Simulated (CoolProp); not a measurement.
Vapour pressure (MPa) of oxygen: the reference equation beside estimates from Tc = 154.6 K, pc = 5.046 MPa, ω = 0.022. Clausius-Clapeyron is anchored at 82.1 K with a constant enthalpy of vaporisation of 7.056 kJ/mol.

Model: reference Helmholtz-energy equation of state, Schmidt 1985, in CoolProp.

| T (K) | reference | Clausius-Clapeyron | van der Waals | Soave-Redlich-Kwong |
|---|---|---|---|---|
| 78.9 | 0.02589 | 0.02613 | 0.1609 | 0.02475 |
| 82.1 | 0.03973 | 0.03973 | 0.2086 | 0.03826 |
| 85.2 | 0.05819 | 0.05787 | 0.2635 | 0.05639 |
| 88.4 | 0.08371 | 0.08300 | 0.3301 | 0.08158 |
| 91.6 | 0.1172 | 0.1161 | 0.4075 | 0.1148 |
| 94.8 | 0.1601 | 0.1587 | 0.4965 | 0.1575 |
| 98 | 0.2140 | 0.2125 | 0.5977 | 0.2115 |
| 101.2 | 0.2806 | 0.2795 | 0.7120 | 0.2784 |
| 104.4 | 0.3616 | 0.3614 | 0.8400 | 0.3601 |
| 107.6 | 0.4588 | 0.4602 | 0.9823 | 0.4583 |
| 110.8 | 0.5740 | 0.5780 | 1.140 | 0.5749 |
| 114 | 0.7090 | 0.7166 | 1.312 | 0.7120 |
| 117.2 | 0.8658 | 0.8781 | 1.501 | 0.8713 |
| 120.4 | 1.046 | 1.064 | 1.706 | 1.055 |
| 123.6 | 1.252 | 1.278 | 1.929 | 1.265 |

Absolute difference from the reference over all 15 rows, mean and median: Clausius-Clapeyron 0.8 and 0.8 %, van der Waals 200.3 and 153.7 %, Soave-Redlich-Kwong 1.5 and 1.0 %.
